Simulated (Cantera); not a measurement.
What does this Cantera script print?

```python
import numpy as np
import cantera as ct

gas_names = """
    H HO2 H2 H2O H2O2 O OH O2 O3 Pb PbO Pb2
""".split()
cond_names = """
    H2O(s) H2O(L) Pb(cr) Pb(L) PbO(rd) PbO(yw) PbO(L) PbO2(s) Pb3O4(s)
""".split()


# ... load() reads the species with a 1 bar reference pressure and builds the phases ...
atoms = {
    'PbO': {'Pb': 1, 'O': 1},
    'H2': {'H': 2},
}
top_T = {'Pb3O4(s)': 820}  # K; cautious upper limits of use, not melting points


# ... equilibrate(T, P, feed) seeds the gas with the atoms and calls Mixture.equilibrate('TP', solver="vcs", rtol=1e-11, max_steps=5000) ...
results = []
feed = {'PbO': 1, 'H2': 2.9}  # mol
T = 475  # K
P = 14000  # Pa
mix = equilibrate(T, P, feed)
results.append((T, P, feed, dict(zip(mix.species_names, mix.species_moles))))
x = sorted(zip(gas.X, gas.species_names), reverse=True)
print(f"T = {T:g} K  P = {P:g} Pa  gas = {mix.phase_moles(0):.4g} mol")
print("   x: " + "  ".join(f"{s} {v:.3e}" for v, s in x if v > 1e-05))
print("   condensed (mol): " + ("  ".join(f"{mix.phase(i).name} {mix.phase_moles(i):.4g}"
      for i in range(1, mix.n_phases) if mix.phase_moles(i) > 1e-12) or "none"))
```

It prints:

```
T = 475 K  P = 14000 Pa  gas = 2.9 mol
   x: H2 6.552e-01  H2O 3.448e-01
   condensed (mol): Pb(cr) 1
```

Method: chemical equilibrium by Gibbs-energy minimisation in Cantera with the NASA 1993 tables (ideal gas, pure condensed phases).
